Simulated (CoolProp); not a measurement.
A simple Rankine cycle with R21: condensing at 315.15 K, boiler at 1.88 MPa, turbine inlet 472 K, turbine efficiency 0.7, pump efficiency 0.6, no recuperator. Each further row changes one setting.

Values from CoolProp's reference Helmholtz-energy equation of state, Platzer 1990. This equation is an older, rougher fit; its heat capacities, sound speeds and derivatives of the liquid may be far off and weren't checked against measurements.

| case | thermal efficiency (%) | net work (kJ/kg) | heat in (kJ/kg) | turbine exit temperature (K) | volume ratio over the turbine |
|---|---|---|---|---|---|
| as stated | 11.9 | 37.6 | 316 | 399.3 | 5.53 |
| condensing temperature 307.15 K | 13.1 | 42.6 | 324 | 391.0 | 6.97 |
| boiler pressure 1.32 MPa | 10.0 | 32.0 | 321 | 415.2 | 3.90 |
| turbine efficiency 0.6 | 10.1 | 32.0 | 316 | 407.2 | 5.65 |
